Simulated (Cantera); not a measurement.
## Diamond growth

A diamond (100) surface in a fixed gas of H2 with x(CH4) = 0.0031, x(H) = 0.025, x(CH3) = 3.5e-05, at 1100 K; coverages are run to steady state.

Computed with Cantera and the Harris–Goodwin 1993 mechanism for the reconstructed diamond (100) surface.

| P (Pa) | growth (µm/h) | θ c6HH | θ c6H* | θ c6*H | θ c6** | θ c6HM |
|---|---|---|---|---|---|---|
| 1500 | 0.339 | 0.511 | 0.0280 | 0.442 | 0.0185 | 0.000415 |
| 2100 | 0.501 | 0.511 | 0.0280 | 0.442 | 0.0185 | 0.000440 |
| 3000 | 0.748 | 0.511 | 0.0281 | 0.442 | 0.0186 | 0.000461 |
| 4200 | 1.08 | 0.511 | 0.0281 | 0.442 | 0.0186 | 0.000476 |
| 6000 | 1.58 | 0.511 | 0.0282 | 0.442 | 0.0186 | 0.000488 |
| 8600 | 2.31 | 0.511 | 0.0284 | 0.442 | 0.0186 | 0.000497 |
| 12000 | 3.26 | 0.511 | 0.0285 | 0.441 | 0.0186 | 0.000503 |
| 18000 | 4.95 | 0.511 | 0.0289 | 0.441 | 0.0187 | 0.000509 |
θ: site fractions in the mechanism's names (c6HH fully hydrogenated, c6H* and c6*H radical sites, c6** diradical, c6HM methylated).
